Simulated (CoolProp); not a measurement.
A simple Rankine cycle with R1336mzz(Z): condensing at 309.15 K, boiler at 0.843 MPa, turbine inlet 420.9 K, turbine efficiency 0.65, pump efficiency 0.6, no recuperator. Each further row changes one setting.

Computed with CoolProp (reference Helmholtz-energy equation of state, McLinden 2020).

```tsv
case	thermal efficiency (%)	net work (kJ/kg)	heat in (kJ/kg)	turbine exit temperature (K)	volume ratio over the turbine
as stated	9.1	23.7	262	387.2	7.93
turbine inlet 440.9 K	8.9	25.3	284	407.8	7.78
condensing temperature 301.15 K	10.0	27.2	271	383.3	10.6
boiler pressure 0.59 MPa	7.7	20.3	266	394.6	5.38
turbine efficiency 0.55	7.6	19.9	262	391.0	8.01
```
